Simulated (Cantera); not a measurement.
Input (Python, Cantera):

```python
import numpy as np
import cantera as ct

gas = ct.Solution("gri30.yaml")
gas.TPX = 1375, 10000, {'H2': 0.96, 'O2': 1, 'N2': 34}
reactor = ct.IdealGasConstPressureReactor(gas, energy="off", clone=False)
net = ct.ReactorNet([reactor])
net.rtol, net.atol = 1e-08, 1e-18
show = ['H2', 'O2', 'N2O', 'O', 'H', 'HO2']
times = np.geomspace(1e-05, 2, 10)

steps = ct.SolutionArray(gas, extra=["t"])
rows = []
print(f"{'t/s':>10s}{'T/K':>9s}{'P/Pa':>11s}" + "".join(f"{s:>11s}" for s in show))
for t in times:
    while net.time < t:
        t_next = net.step()
        steps.append(gas.state, t=t_next)
    rows.append([np.interp(t, steps.t, y) for y in (steps.T, steps.P, *steps(*show).X.T)])
    print(f"{t:10.3e}{rows[-1][0]:9.1f}{rows[-1][1]:11.4g}" + "".join(f"{x:11.3e}" for x in rows[-1][2:]))
rate = np.gradient(steps.T, steps.t)
print("integrator steps:", len(steps.t))
if steps.T.max() > steps.T[0] + 200:
    print(f"time of steepest temperature rise: {steps.t[rate.argmax()]:.4e} s")
gas.TPX = 1375, 10000, {'H2': 0.96, 'O2': 1, 'N2': 34}
gas.equilibrate("TP")
print(f"equilibrium (TP): T = {gas.T:.1f} K  " + "  ".join(f"{s} {gas[s].X[0]:.3e}" for s in show))
```

It prints:

```
       t/s      T/K       P/Pa         H2         O2        N2O          O          H        HO2
 1.000e-05   1375.0      1e+04  2.670e-02  2.781e-02  5.009e-16  4.051e-11  8.854e-10  9.150e-10
 3.882e-05   1375.0      1e+04  2.670e-02  2.781e-02  2.639e-15  4.816e-10  3.525e-09  3.548e-09
 1.507e-04   1375.0      1e+04  2.670e-02  2.781e-02  2.244e-14  6.097e-09  2.592e-08  1.376e-08
 5.848e-04   1375.0      1e+04  2.669e-02  2.780e-02  1.220e-12  1.224e-06  4.801e-06  7.844e-08
 2.270e-03   1375.0      1e+04  2.743e-03  1.580e-02  1.177e-08  4.964e-03  1.109e-02  5.154e-07
 8.811e-03   1375.0      1e+04  2.247e-03  1.540e-02  1.338e-08  3.462e-03  7.088e-03  5.067e-07
 3.420e-02   1375.0      1e+04  9.978e-04  1.474e-02  1.948e-08  1.218e-03  1.695e-03  4.600e-07
 1.327e-01   1375.0      1e+04  1.171e-04  1.459e-02  4.418e-08  1.305e-04  6.217e-05  2.385e-07
 5.153e-01   1375.0      1e+04  8.311e-06  1.463e-02  6.848e-08  9.256e-06  1.176e-06  3.354e-08
 2.000e+00   1375.0      1e+04  1.116e-06  1.465e-02  4.368e-08  1.254e-06  5.857e-08  5.741e-09
integrator steps: 1538
equilibrium (TP): T = 1375.0 K  H2 2.183e-07  O2 1.456e-02  N2O 4.099e-09  O 2.445e-07  H 5.096e-09  HO2 2.900e-09
```

Cantera simulation using GRI-Mech 3.0 (53 species, 325 reactions); the numbers are that mechanism's predictions, not measurements.
